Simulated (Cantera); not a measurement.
A closed system holds: 1 mol SiC, 0.0067 mol Si, 0.45 mol N2, held at 0.345 Torr.

These are equilibrium values from Cantera (NASA tables, ideal gas, pure condensed phases), not measurements of a reactor. Candidate condensed phases: C, Si, SiC, Si3N4; 20 gas species. The tables' values for SiN are old estimates; treat these amounts as uncertain. The numbers say what is thermodynamically allowed, not how fast it happens.

log p: log10 of the partial pressure in bar; n: condensed amount in mol.

```tsv
T (°C)	log p N2	log p Si	log p SiC2	log p Si2C	n SiC(s)	n C(graphite)
1727	-3.34	-5.18	-7.44	-6.75	1.000	0
1802	-3.34	-5.14	…	…	0.998	…
1877	-3.36	…	…	…	0.982	…
1952	-3.40	-4.27	-5.24	-5.46	0.930	0.0526
2027	-3.53	-3.87	-4.73	-4.96	0.740	0.186
2102	-3.83	-3.61	-4.36	-4.70	0	0.673
2177	-3.84	-3.61	-4.26	-4.96	0	0.619
2252	-3.85	-3.62	-4.17	-5.21	0	0.547
2327	-3.85	-3.64	-4.10	-5.48	0	0.455
```

**Question.** Some entries are withheld; supply them.

**Answer.** 
- 1877, log p Si: -4.69
- 1877, log p SiC2: -5.79
- 1877, log p Si2C: -5.99
- 1877, n C(graphite): 0.0140
- 1802, log p SiC2: -6.37
- 1802, log p Si2C: -6.57
- 1802, n C(graphite): 0.000433
